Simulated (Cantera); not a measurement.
A Cantera script and its output.

```python
import numpy as np
import cantera as ct

gas = ct.Solution("gri30.yaml", transport_model="mixture-averaged")
show = ['CH3', 'N2', 'CO2']

rows = []
print(f"{'T/K':>7s}{'rho':>11s}{'cp':>10s}{'mu':>11s}{'lambda':>11s}{'Pr':>7s}" + "".join(f"{'D_' + s:>11s}" for s in show))
for T in [400, 600, 800, 1000, 1200, 1400]:
    gas.TPX = T, 12000, {'CO': 0.073, 'C3H8': 0.8, 'NH3': 0.89, 'C2H6': 1}
    Pr = gas.cp_mass * gas.viscosity / gas.thermal_conductivity
    D = [gas.mix_diff_coeffs_mole[gas.species_index(s)] for s in show]
    rows.append([gas.density, gas.cp_mass, gas.viscosity, gas.thermal_conductivity, Pr, *D])
    print(f"{T:7g}{gas.density:11.4e}{gas.cp_mass:10.1f}{gas.viscosity:11.4e}"
          f"{gas.thermal_conductivity:11.4e}{Pr:7.3f}" + "".join(f"{d:11.4e}" for d in D))
print("SI units: kg/m3, J/kg/K, Pa s, W/m/K, m2/s")
```

Output:

```
    T/K        rho        cp         mu     lambda     Pr      D_CH3       D_N2      D_CO2
    400 1.0780e-01    2143.8 1.2394e-05 3.6485e-02  0.728 2.3626e-04 2.1862e-04 1.6080e-04
    600 7.1867e-02    2845.1 1.7788e-05 6.7874e-02  0.746 4.9224e-04 4.4954e-04 3.4251e-04
    800 5.3901e-02    3389.5 2.2523e-05 1.0148e-01  0.752 8.1521e-04 7.3938e-04 5.7443e-04
   1000 4.3120e-02    3817.2 2.6771e-05 1.3514e-01  0.756 1.1972e-03 1.0815e-03 8.5011e-04
   1200 3.5934e-02    4131.5 3.0651e-05 1.6798e-01  0.754 1.6329e-03 1.4715e-03 1.1653e-03
   1400 3.0800e-02    4386.9 3.4246e-05 1.9962e-01  0.753 2.1186e-03 1.9061e-03 1.5170e-03
SI units: kg/m3, J/kg/K, Pa s, W/m/K, m2/s
```

Computed with Cantera and GRI-Mech 3.0 (53 species, 325 reactions). Polar gases are described roughly by these parameters. The composition is frozen, though it would react at the higher temperatures.
